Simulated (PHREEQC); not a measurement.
# Metal-bearing waste water (model solution)

Solution (5 °C): 2.7 mmol/kgw FeSO4, 0.048 mmol/kgw CaCl2, 99 mmol/kgw NaHCO3 and 40 mmol/kgw NaCl. Closed to the air; pH follows from the charge balance.

All values are PHREEQC results (ion-association model, phreeqc.dat), not measurements.

This is a speciation only: nothing precipitates in the calculation.

Predict the pH, density, ionic strength.

pH 8.10; density 1.008 g/cm³; ionic strength 0.140 mol/kgw.

In which forms is Ca present?

Ca+2 71 %, CaHCO3+ 18 %, CaCO3 8.2 %, CaSO4 2.9 % of the Ca.

The solution is supersaturated, for example in Siderite, so a real one may precipitate; this is no full list. Complexes and solids missing from the database can't appear. Away from 25 °C the constants follow the database's enthalpies or fits; those with neither stay at their 25 °C values.
